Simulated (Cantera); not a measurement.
Charge: 1 mol V2O3, 0.74 mol H2, 9.8 mol H2O, equilibrated at 0.00240 bar.

Cantera equilibrium calculation (NASA polynomials, part measured and part estimated; ideal gas, pure solids and liquids). Candidate condensed phases: H2O, V, VO, V2O3, V2O4, V2O5; 12 gas species. Kinetics and transport are ignored. All values below are at 2075 K.

Base state: H2O 0.671, VO2 0.156, H2 0.138, H 0.0202, OH 0.0112, O2 0.00246, O 0.00118, VO 0.000174 (mole fractions); condensed: gas only.

Problem. What changes in the equilibrium state with this change: pressure from 0.00240 bar to 0.670 bar?

Solution. 
| species | before | after |
|---|---|---|
| H2O | 0.671 | 0.926 |
| H2 | 0.138 | 0.0710 |
| OH | 0.0112 | 0.00129 |
| VO2 | 0.156 | 0.00112 |
| H | 0.0202 | 0.000867 |
| VO | 0.000174 | 4.69e-7 |
| O | 0.00118 | 1.13e-5 |
| O2 | 0.00246 | 6.31e-5 |
| V2O3(s), mol | 0 | 0.994 |
Condensed phases not in the tables: the oxides between V2O3 and V2O5 other than VO2.
